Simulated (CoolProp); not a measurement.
Methane along the isobar 9.3 bar: density (kg/m³) from the reference equation and from simpler models built on Tc = -82.6 °C, pc = 45.99 bar, ω = 0.011; each cubic takes its own stable root.

Computed with CoolProp (reference Helmholtz-energy equation of state, Setzmann 1991).

| T (°C) | phase | reference | van der Waals | Soave-Redlich-Kwong | Peng-Robinson |
|---|---|---|---|---|---|
| -163.95 | liquid | 426.7 | 293.1 | 426.0 | 480.5 |
| -129.55 | liquid | 370.6 | 14.41 | 359.1 | 406.8 |
| -95.15 | gas | 11.06 | 10.91 | 11.07 | 11.17 |
| -60.75 | gas | 8.896 | 8.872 | 8.906 | 8.971 |
| -26.45 | gas | 7.506 | 7.514 | 7.509 | 7.555 |
| 7.95 | gas | 6.513 | 6.529 | 6.512 | 6.545 |
| 42.35 | gas | 5.762 | 5.779 | 5.759 | 5.785 |
| 76.75 | gas | 5.172 | 5.188 | 5.168 | 5.188 |
| 111.15 | gas | 4.694 | 4.709 | 4.690 | 4.706 |
| 145.55 | gas | 4.299 | 4.312 | 4.295 | 4.308 |

At some of these states van der Waals gives the other phase, because its saturation line lies elsewhere.
